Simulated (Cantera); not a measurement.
Input (Python, Cantera) and output of one run.

```python
import numpy as np
import cantera as ct

gas_names = """
    H H2 H2S N NH NH2 NH3 N2 N2H2 N2H4 Pb PbS Pb2 S SH SN S2 S8
""".split()
cond_names = """
    Pb(cr) Pb(L) PbS(s) PbS(L) S(cr1) S(cr2) S(L)
""".split()


# ... load() reads the species with a 1 bar reference pressure and builds the phases ...
atoms = {
    'PbS': {'Pb': 1, 'S': 1},
    'H2': {'H': 2},
    'N2': {'N': 2},
}
top_T = {}  # K; cautious upper limits of use, not melting points


# ... equilibrate(T, P, feed) seeds the gas with the atoms and calls Mixture.equilibrate('TP', solver="vcs", rtol=1e-11, max_steps=5000) ...
results = []
feed = {'PbS': 1, 'H2': 12, 'N2': 1.5}  # mol
P = 13332.2  # Pa
for T in [1350, 1450, 1550, 1650, 1750, 1850, 1950, 2050, 2150]:
    mix = equilibrate(T, P, feed)
    results.append((T, P, feed, dict(zip(mix.species_names, mix.species_moles))))

top = {s: max(r[3][s] / sum(r[3][g] for g in gas_names) for r in results) for s in gas_names}
cols = sorted((s for s in top if top[s] > 0.001), key=lambda s: -top[s])[:8]
seen = [c for c in cond_names if any(r[3].get(c, 0) > 1e-12 for r in results)]
print("log10 of partial pressures in bar; condensed amounts in mol")
print(f"{'T/K':>10s}" + "".join(f"{s[:9]:>10s}" for s in cols + seen))
for T, P, feed, n in results:
    ng = sum(n[g] for g in gas_names)
    print(f"{T:10.4g}" + "".join(f"{np.log10(max(n[s] / ng * P / 1e5, 1e-99)):10.3f}" for s in cols)
          + "".join(f"{n.get(c, 0):10.4g}" for c in seen))
```

Result:

```
log10 of partial pressures in bar; condensed amounts in mol
       T/K        H2        N2       PbS        Pb       H2S        S2         H        SH
      1350    -0.968    -1.860    -2.191    -2.561    -2.566    -5.016    -6.107    -5.070
      1450    -0.969    -1.861    -2.212    -2.516    -2.529    -4.458    -5.509    -4.593
      1550    -0.970    -1.861    -2.236    -2.471    -2.507    -3.991    -4.987    -4.188
      1650    -0.971    -1.861    -2.267    -2.425    -2.504    -3.613    -4.527    -3.848
      1750    -0.972    -1.863    -2.308    -2.374    -2.524    -3.322    -4.120    -3.569
      1850    -0.973    -1.864    -2.361    -2.322    -2.565    -3.109    -3.755    -3.344
      1950    -0.975    -1.866    -2.428    -2.272    -2.623    -2.960    -3.428    -3.162
      2050    -0.977    -1.868    -2.506    -2.228    -2.693    -2.860    -3.133    -3.017
      2150    -0.980    -1.871    -2.597    -2.191    -2.773    -2.798    -2.865    -2.901
```

Equilibrium computed with Cantera from the NASA thermochemical tables; the gas is ideal and each condensed phase is pure.
